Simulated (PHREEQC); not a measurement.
H2SO4 is added in steps, without added water, to 1 kg of water holding 0.086 mol/kgw ZnSO4, 0.0046 mol/kgw NaCl and 0.0031 mol/kgw NiCl2, at 70 °C. Oxygen alone is held at its pressure in air (log pO2 = -0.68). CO2 from the air is kept out. Solids allowed: Zincite(c), Zn4(OH)6SO4, Zn5(OH)8Cl2, Ni(OH)2, Ni4(OH)6SO4, Halite, Mirabilite, Goslarite, Morenosite. Others were left out.

Base run: PHREEQC, ion-association model, wateq4f.dat. Each further column changes one thing. The table gives HSO4- (mol/kgw).

```json
[
 {"H2SO4 added (mol)": "0", "base": "3.31e-5", "diluted 2-fold with water": "2.10e-5", "NiCl2 from 0.0031 to 0.00062 mol/kgw": "3.33e-5", "NiCl2 from 0.0031 to 0.00341 mol/kgw": "3.31e-5", "no solid may form": "3.31e-5"},
 {"H2SO4 added (mol)": "0.005583", "base": "0.00835", "diluted 2-fold with water": "0.00756", "NiCl2 from 0.0031 to 0.00062 mol/kgw": "0.00836", "NiCl2 from 0.0031 to 0.00341 mol/kgw": "0.00834", "no solid may form": "0.00835"},
 {"H2SO4 added (mol)": "0.01117", "base": "0.0165", "diluted 2-fold with water": "0.0149", "NiCl2 from 0.0031 to 0.00062 mol/kgw": "0.0166", "NiCl2 from 0.0031 to 0.00341 mol/kgw": "0.0165", "no solid may form": "0.0165"},
 {"H2SO4 added (mol)": "0.01675", "base": "0.0245", "diluted 2-fold with water": "0.0219", "NiCl2 from 0.0031 to 0.00062 mol/kgw": "0.0246", "NiCl2 from 0.0031 to 0.00341 mol/kgw": "0.0245", "no solid may form": "0.0245"},
 {"H2SO4 added (mol)": "0.01954", "base": "0.0285", "diluted 2-fold with water": "0.0254", "NiCl2 from 0.0031 to 0.00062 mol/kgw": "0.0285", "NiCl2 from 0.0031 to 0.00341 mol/kgw": "0.0285", "no solid may form": "0.0285"},
 {"H2SO4 added (mol)": "0.02513", "base": "0.0363", "diluted 2-fold with water": "0.0321", "NiCl2 from 0.0031 to 0.00062 mol/kgw": "0.0363", "NiCl2 from 0.0031 to 0.00341 mol/kgw": "0.0363", "no solid may form": "0.0363"},
 {"H2SO4 added (mol)": "0.03071", "base": "0.0439", "diluted 2-fold with water": "0.0388", "NiCl2 from 0.0031 to 0.00062 mol/kgw": "0.0440", "NiCl2 from 0.0031 to 0.00341 mol/kgw": "0.0439", "no solid may form": "0.0439"},
 {"H2SO4 added (mol)": "0.03629", "base": "0.0514", "diluted 2-fold with water": "…", "NiCl2 from 0.0031 to 0.00062 mol/kgw": "0.0515", "NiCl2 from 0.0031 to 0.00341 mol/kgw": "0.0514", "no solid may form": "0.0514"},
 {"H2SO4 added (mol)": "0.04188", "base": "0.0588", "diluted 2-fold with water": "…", "NiCl2 from 0.0031 to 0.00062 mol/kgw": "0.0589", "NiCl2 from 0.0031 to 0.00341 mol/kgw": "0.0588", "no solid may form": "0.0588"},
 {"H2SO4 added (mol)": "0.04746", "base": "0.0661", "diluted 2-fold with water": "0.0579", "NiCl2 from 0.0031 to 0.00062 mol/kgw": "0.0662", "NiCl2 from 0.0031 to 0.00341 mol/kgw": "0.0660", "no solid may form": "0.0661"},
 {"H2SO4 added (mol)": "0.05025", "base": "0.0696", "diluted 2-fold with water": "…", "NiCl2 from 0.0031 to 0.00062 mol/kgw": "0.0698", "NiCl2 from 0.0031 to 0.00341 mol/kgw": "0.0696", "no solid may form": "0.0696"},
 {"H2SO4 added (mol)": "0.05583", "base": "0.0767", "diluted 2-fold with water": "0.0672", "NiCl2 from 0.0031 to 0.00062 mol/kgw": "0.0769", "NiCl2 from 0.0031 to 0.00341 mol/kgw": "0.0767", "no solid may form": "0.0767"},
 {"H2SO4 added (mol)": "0.06142", "base": "0.0837", "diluted 2-fold with water": "0.0733", "NiCl2 from 0.0031 to 0.00062 mol/kgw": "0.0839", "NiCl2 from 0.0031 to 0.00341 mol/kgw": "0.0837", "no solid may form": "0.0837"},
 {"H2SO4 added (mol)": "0.067", "base": "0.0907", "diluted 2-fold with water": "0.0794", "NiCl2 from 0.0031 to 0.00062 mol/kgw": "0.0908", "NiCl2 from 0.0031 to 0.00341 mol/kgw": "0.0906", "no solid may form": "0.0907"}
]
```

Problem. Fill in the missing entries.

Solution. 
- 0.03629, diluted 2-fold with water: 0.0453
- 0.04188, diluted 2-fold with water: 0.0516
- 0.05025, diluted 2-fold with water: 0.0610

At this temperature some constants are extrapolated from 25 °C, and those without enthalpy data are left unchanged.
